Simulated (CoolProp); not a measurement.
Vapour-liquid equilibrium of carbon dioxide (1) + R124 (2) at -35.35 °C; x and y are mole fractions of (1).

The numbers come from the multi-fluid Helmholtz-energy mixture model, Span 1996 and de Vries 1995; pair parameters Bell 2016 in CoolProp.

| x | bubble pressure, mixture model (kPa) | bubble pressure, Raoult's law (kPa) | y, mixture model | y, Raoult's law |
|---|---|---|---|---|
| 0.05 | 92.85 | 91.59 | 0.644 | 0.648 |
| 0.125 | 175.1 | 178.1 | 0.820 | 0.833 |
| 0.2 | 252.7 | 264.7 | 0.881 | 0.898 |
| 0.275 | 328.0 | 351.2 | 0.914 | 0.930 |
| 0.35 | 403.3 | 437.7 | 0.935 | 0.950 |
| 0.425 | 479.9 | 524.3 | 0.950 | 0.963 |
| 0.5 | 559.1 | 610.8 | 0.961 | 0.972 |
| 0.575 | 642.0 | 697.3 | 0.970 | 0.979 |
| 0.65 | 729.0 | 783.9 | 0.977 | 0.985 |
| 0.725 | 820.7 | 870.4 | 0.984 | 0.989 |
| 0.8 | 916.8 | 956.9 | 0.989 | 0.993 |
| 0.875 | 1017 | 1043 | 0.994 | 0.996 |
| 0.95 | 1119 | 1130 | 0.998 | 0.999 |

The largest gap from Raoult's law is -8.5 % in bubble pressure, at x = 0.425. No azeotrope shows between x = 0.05 and 0.95.

The pair parameters rest on a limited set of measurements; away from them the model extrapolates. The gap from Raoult's law changes sign with composition, which may be real or a fault of the pair parameters; it wasn't checked against measurements.
